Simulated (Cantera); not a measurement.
Input: 1 mol BF₃, 9 mol H₂O, at 100 Torr.

Cantera equilibrium calculation (NASA polynomials, part measured and part estimated; ideal gas, pure solids and liquids). Candidate condensed phases: B, B₂O₃, B₃O₃H₃, H₂O; 43 gas species. Gases not in the tables: H₃BO₃. Rates play no part.

Q: At 1175 K, list the 4 most abundant gas species with their mole fractions, and the condensed phases.

A: H₂O 0.752, HF 0.220, BF₃ 0.0200, (HBO₂)₃ 0.00306. Condensed: B₂O₃(l).
